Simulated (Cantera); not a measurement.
# Nitride etching: BN + F₂

Input: 1 mol BN, 17 mol F₂, held at 1425 °C and 14.0 Pa.

Method: chemical equilibrium by Gibbs-energy minimisation in Cantera with the NASA 1993 tables (ideal gas, pure condensed phases). Candidate condensed phases: B, BN; 13 gas species. Rates play no part.

```yaml
x(F): 0.954
x(BF₃): 0.0308
x(N₂): 0.0154
x(F₂): 3.58e-6
gas_amount: 32.50 mol
log10 activity of B(s) (absent): -23.13
```
